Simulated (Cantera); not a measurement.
**Fluorocarbon and chlorocarbon gases: CF₄**

Feed: 1 mol CF₄, held at 1625 K and 2.10 Pa.

Equilibrium computed with Cantera from the NASA thermochemical tables; the gas is ideal and each condensed phase is pure. Candidate condensed phases: C; 13 gas species. Gases not in the tables: C₂F₆ and larger saturated fluorocarbons. Rates play no part.

```json
{
  "x(CF₄)": "0.912",
  "x(F)": "0.0580",
  "x(CF₂)": "0.0283",
  "x(CF₃)": "0.00132",
  "x(CF)": "8.75e-6",
  "gas_amount": "1.062 mol",
  "log10 activity of C(graphite) (absent)": "-0.49"
}
```
